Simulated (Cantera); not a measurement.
A closed system holds: 1 mol Si2H6, 6.1 mol O3, 10 mol H2, equilibrated at 1200 K and 16000 Pa.

Cantera equilibrium calculation (NASA polynomials, part measured and part estimated; ideal gas, pure solids and liquids). Candidate condensed phases: H2O, Si, SiO2; 18 gas species. The feed counts by its element totals alone. The tables hold silica as quartz up to 1696 K and as liquid above; real silica turns to tridymite and cristobalite and melts near 1996 K. The numbers say what is thermodynamically allowed, not how fast it happens.

Base state: H2O 0.952, O2 0.0476, OH 1.01e-5 (mole fractions); condensed: SiO2(β-quartz).

Problem. What changes in the equilibrium state with this change: H2 from 10 to 0.76 mol?

Solution. 
```tsv
species	before	after
O2	0.0476	0.584
H2O	0.952	0.416
OH	1.01e-5	1.25e-5
SiO2(β-quartz), mol	2.00	2.00
```
